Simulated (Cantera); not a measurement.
What does this Cantera script print?

```python
import numpy as np
import cantera as ct

gas = ct.Solution("gri30.yaml")
gas.TPX = 2525, 1333, {'CH4': 0.017, 'H2': 1}
reactor = ct.IdealGasConstPressureReactor(gas, energy="off", clone=False)
net = ct.ReactorNet([reactor])
net.rtol, net.atol = 1e-08, 1e-18
show = ['CH4', 'H2', 'C2H', 'C2H6', 'CH3', 'CH2']
times = np.geomspace(0.0005, 20, 13)

steps = ct.SolutionArray(gas, extra=["t"])
rows = []
print(f"{'t/s':>10s}{'T/K':>9s}{'P/Pa':>11s}" + "".join(f"{s:>11s}" for s in show))
for t in times:
    while net.time < t:
        t_next = net.step()
        steps.append(gas.state, t=t_next)
    rows.append([np.interp(t, steps.t, y) for y in (steps.T, steps.P, *steps(*show).X.T)])
    print(f"{t:10.3e}{rows[-1][0]:9.1f}{rows[-1][1]:11.4g}" + "".join(f"{x:11.3e}" for x in rows[-1][2:]))
rate = np.gradient(steps.T, steps.t)
print("integrator steps:", len(steps.t))
if steps.T.max() > steps.T[0] + 200:
    print(f"time of steepest temperature rise: {steps.t[rate.argmax()]:.4e} s")
gas.TPX = 2525, 1333, {'CH4': 0.017, 'H2': 1}
gas.equilibrate("TP")
print(f"equilibrium (TP): T = {gas.T:.1f} K  " + "  ".join(f"{s} {gas[s].X[0]:.3e}" for s in show))
```

Output:

```
       t/s      T/K       P/Pa        CH4         H2        C2H       C2H6        CH3        CH2
 5.000e-04   2525.0       1333  1.394e-02  9.742e-01  5.028e-08  4.442e-07  2.436e-03  3.255e-05
 1.209e-03   2525.0       1333  1.048e-02  9.647e-01  1.445e-06  6.751e-07  3.863e-03  1.010e-04
 2.924e-03   2525.0       1333  4.495e-03  9.561e-01  1.118e-05  2.075e-07  2.693e-03  1.206e-04
 7.071e-03   2525.0       1333  1.019e-03  9.489e-01  2.369e-05  1.374e-08  8.083e-04  5.462e-05
 1.710e-02   2525.0       1333  2.079e-04  9.399e-01  3.229e-05  6.821e-10  2.052e-04  1.820e-05
 4.135e-02   2525.0       1333  4.351e-05  9.267e-01  4.178e-05  3.575e-11  5.479e-05  6.299e-06
 1.000e-01   2525.0       1333  9.954e-06  9.026e-01  5.822e-05  2.360e-12  1.761e-05  2.857e-06
 2.418e-01   2525.0       1333  3.426e-06  8.597e-01  8.820e-05  3.665e-13  9.407e-06  2.371e-06
 5.848e-01   2525.0       1333  1.475e-06  8.063e-01  1.276e-04  8.604e-14  6.057e-06  2.285e-06
 1.414e+00   2525.0       1333  1.034e-06  7.792e-01  1.485e-04  4.688e-14  5.032e-06  2.249e-06
 3.420e+00   2525.0       1333  1.006e-06  7.770e-01  1.502e-04  4.473e-14  4.960e-06  2.247e-06
 8.270e+00   2525.0       1333  1.006e-06  7.770e-01  1.502e-04  4.472e-14  4.960e-06  2.247e-06
 2.000e+01   2525.0       1333  1.006e-06  7.770e-01  1.502e-04  4.472e-14  4.960e-06  2.247e-06
integrator steps: 1670
equilibrium (TP): T = 2525.0 K  CH4 1.014e-06  H2 7.770e-01  C2H 1.502e-04  C2H6 4.539e-14  CH3 4.998e-06  CH2 2.264e-06
```

Cantera simulation using GRI-Mech 3.0 (53 species, 325 reactions); the numbers are that mechanism's predictions, not measurements. GRI-Mech 3.0 stops at C3 and has no aromatics, soot or wall deposition, so with more carbon than oxygen in the feed, carbon stays in small species such as C2H2 where larger ones or solid carbon would form. Radical loss at walls, strong at low pressure, is not modelled.
